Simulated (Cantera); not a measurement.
An isothermal, constant-pressure homogeneous reactor starts with NO : N2 = 1 : 5.7 (molar parts), at 1700 K and 760 Torr.

Computed with Cantera and GRI-Mech 3.0 (53 species, 325 reactions).

Predict: x(NO) at 60.0 s; x(O) at 60.0 s; x(N2) at 60.0 s; x(N2O) at 60.0 s; x(NO2) at 60.0 s; x(O2) at 60.0 s.


```
Property                                           Result
----------------  ---------------------------------------
x(NO) at 60.0 s    0.0473 (gas-phase equilibrium 0.00187)
x(O) at 60.0 s    1.01e-5 (gas-phase equilibrium 1.21e-5)
x(N2) at 60.0 s       0.902 (gas-phase equilibrium 0.924)
x(N2O) at 60.0 s  9.62e-7 (gas-phase equilibrium 1.19e-7)
x(NO2) at 60.0 s  7.34e-5 (gas-phase equilibrium 3.48e-6)
x(O2) at 60.0 s     0.0509 (gas-phase equilibrium 0.0737)
```
